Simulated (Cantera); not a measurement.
An isothermal, constant-pressure homogeneous reactor starts with 9.91 % H₂, 90.1 % O₂, equivalence ratio 0.055, at 1275 K and 20.0 Torr.

Computed with Cantera and the H2/O2 subset of GRI-Mech 3.0, which has no nitrogen chemistry. Radical loss at walls, strong at low pressure, is not modelled. The temperature is held fixed by assumption; the heat of reaction is taken as removed at once.

One state of this run: x H₂ = 0.0303; x O₂ = 0.855; x H₂O₂ = 6.42e-7; x HO₂ = 8.85e-6; x H = 0.0217. x: mole fraction; the columns are a selection and need not sum to one.

Q: Which value of t (s) does it belong to?
(A) 0.00261
(B) 3.53e-5
(C) 2.00e-6
(D) 0.000621

A: D, 0.000621
